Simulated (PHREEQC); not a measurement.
Consider water at 25 °C with 0.0013 mol/kgw Zn(NO3)2. Closed to the air; pH follows from the charge balance.

Equilibrium calculation in PHREEQC: ion-association model, wateq4f.dat.

pH: 5.97
ionic strength: 0.00390 mol/kgw

```
species  molality  activity   log γ
-------  --------  --------  ------
NO3-      0.00260   0.00243  -0.030
Zn+2      0.00130   0.00100  -0.113
H+        1.13e-6   1.07e-6  -0.027
ZnOH+     1.10e-6   1.03e-6  -0.029
Zn(OH)2   1.11e-8   1.11e-8   0.000
OH-       1.01e-8   9.40e-9  -0.030
```

This is a speciation only: nothing precipitates in the calculation.
